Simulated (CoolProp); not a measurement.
Vapour-liquid equilibrium of n-heptane (1) + m-xylene (2) at 85.35 °C; x and y are mole fractions of (1).

The numbers come from the multi-fluid Helmholtz-energy mixture model, Span 2003 and Zhou 2012; pair parameters Bell 2016 in CoolProp.

Task: Give the bubble pressure and the first vapour's composition at x = 0.05, 0.55, 0.75. Is there an azeotrope?

Result: x = 0.05: 0.2207 bar, y = 0.200; x = 0.55: 0.4820 bar, y = 0.805; x = 0.75: 0.5692 bar, y = 0.901. No azeotrope shows between x = 0.05 and 0.95.

The pair parameters rest on a limited set of measurements; away from them the model extrapolates.
